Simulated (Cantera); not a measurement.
## Diamond growth

A diamond (100) surface in a fixed gas of H2 with x(CH4) = 0.011, x(CH3) = 0.0015, at 1123 K, 0.0120 bar; coverages are run to steady state.

Detailed kinetics in Cantera: the Harris–Goodwin 1993 mechanism for the reconstructed diamond (100) surface.

```json
[
 {"x(H)": "0.0001", "growth (µm/h)": "0.144", "θ c6HH": "0.577", "θ c6H*": "0.0232", "θ c6*H": "0.349", "θ c6**": "0.00251", "θ c6HM": "0.0211"},
 {"x(H)": "0.00022", "growth (µm/h)": "0.336", "θ c6HH": "0.525", "θ c6H*": "0.0260", "θ c6*H": "0.390", "θ c6**": "0.00513", "θ c6HM": "0.0251"},
 {"x(H)": "0.00049", "growth (µm/h)": "0.716", "θ c6HH": "0.496", "θ c6H*": "0.0274", "θ c6*H": "0.412", "θ c6**": "0.00892", "θ c6HM": "0.0284"},
 {"x(H)": "0.0011", "growth (µm/h)": "1.43", "θ c6HH": "0.481", "θ c6H*": "0.0281", "θ c6*H": "0.423", "θ c6**": "0.0130", "θ c6HM": "0.0305"},
 {"x(H)": "0.0024", "growth (µm/h)": "2.66", "θ c6HH": "0.476", "θ c6H*": "0.0285", "θ c6*H": "0.429", "θ c6**": "0.0162", "θ c6HM": "0.0301"},
 {"x(H)": "0.0053", "growth (µm/h)": "4.71", "θ c6HH": "0.476", "θ c6H*": "0.0289", "θ c6*H": "0.434", "θ c6**": "0.0183", "θ c6HM": "0.0265"},
 {"x(H)": "0.012", "growth (µm/h)": "7.61", "θ c6HH": "0.479", "θ c6H*": "0.0293", "θ c6*H": "0.440", "θ c6**": "0.0196", "θ c6HM": "0.0199"},
 {"x(H)": "0.026", "growth (µm/h)": "10.5", "θ c6HH": "0.484", "θ c6H*": "0.0297", "θ c6*H": "0.446", "θ c6**": "0.0204", "θ c6HM": "0.0129"},
 {"x(H)": "0.058", "growth (µm/h)": "12.8", "θ c6HH": "0.488", "θ c6H*": "0.0301", "θ c6*H": "0.450", "θ c6**": "0.0208", "θ c6HM": "0.00716"}
]
```
θ: site fractions in the mechanism's names (c6HH fully hydrogenated, c6H* and c6*H radical sites, c6** diradical, c6HM methylated).
